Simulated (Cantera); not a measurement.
Reactions in the system H-N-O-Ta

Cantera with NASA thermochemical tables; ideal gases at 1 bar, condensed phases pure. Values are per mole of reaction as written; species without (g) are pure solids or liquids, kept so even where they would boil at 1 bar.

6 H2O(g) + 5 Ta + 4 NO(g) ⇌ 5 TaO2(g) + 4 NH3(g)

```tsv
T (K)	ΔH° (kJ)	ΔS° (J/K)	ΔG° (kJ)	log10 K
2423	-172.2	-89.9	45.7	-0.99
2498	-175.9	-91.4	52.5	-1.10
2573	-179.9	-93.0	59.4	-1.21
2648	-184.1	-94.6	66.5	-1.31
2723	-188.6	-96.3	73.6	-1.41
```
